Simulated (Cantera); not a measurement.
Charge: 1 mol SiH2Cl2, 0.41 mol NH3, 1.3 mol H2, equilibrated at 1600 K and 0.133 bar.

Cantera equilibrium calculation (NASA polynomials, part measured and part estimated; ideal gas, pure solids and liquids). Candidate condensed phases: NH4Cl, Si, Si3N4; 28 gas species. Mutual solubility and eutectic melting of coexisting phases are not modelled. The tables' values for SiCl3, SiCl are old estimates; treat these amounts as uncertain. Kinetics and transport are ignored.

Base state: H2 0.668, HCl 0.166, SiCl2 0.143, SiCl3 0.0145, SiCl4 0.00361, N2 0.00224, SiHCl3 0.00210, SiH2Cl2 0.000203 (mole fractions); condensed: Si(s) + Si3N4(s).

### Question
What changes in the equilibrium state with this change: temperature from 1600 K to 2000 K?

### Answer
```json
[
 {"species": "H2", "before": "0.668", "after": "0.610"},
 {"species": "HCl", "before": "0.166", "after": "0.190"},
 {"species": "SiCl2", "before": "0.143", "after": "0.142"},
 {"species": "N2", "before": "0.00224", "after": "0.0497"},
 {"species": "SiCl3", "before": "0.0145", "after": "0.00290"},
 {"species": "Si", "before": "7.31e-7", "after": "0.000327"},
 {"species": "SiH", "before": "4.76e-7", "after": "6.32e-5"},
 {"species": "SiCl4", "before": "0.00361", "after": "6.80e-5"},
 {"species": "SiCl", "before": "1.78e-5", "after": "0.000863"},
 {"species": "Cl", "before": "2.40e-5", "after": "0.000807"},
 {"species": "Si(s), mol", "before": "0.0737", "after": "0"},
 {"species": "Si3N4(s), mol", "before": "0.0982", "after": "0"},
 {"species": "Si(l), mol", "before": "0", "after": "0.396"}
]
```
Gases not in the tables: Si2H6 and higher silanes.
